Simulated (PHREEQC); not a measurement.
Dissolve 0.058 mol HCl, 0.0465 mol FeSO4 and 0.0076 mol Na2SO4 per kg of water at 25 °C. Closed to the air; pH follows from the charge balance.

The numbers come from PHREEQC with the Pitzer model, pitzer.dat.

Task: The ionic strength comes out as 0.228 mol/kgw. What activity coefficients do SO4-2, HSO4-, Na+, H+, Fe+2 get?

Result: SO4-2 0.17, HSO4- 0.80, Na+ 0.75, H+ 0.74, Fe+2 0.27. Single-ion values are on the MacInnes scale.

Precipitation was switched off in this run.
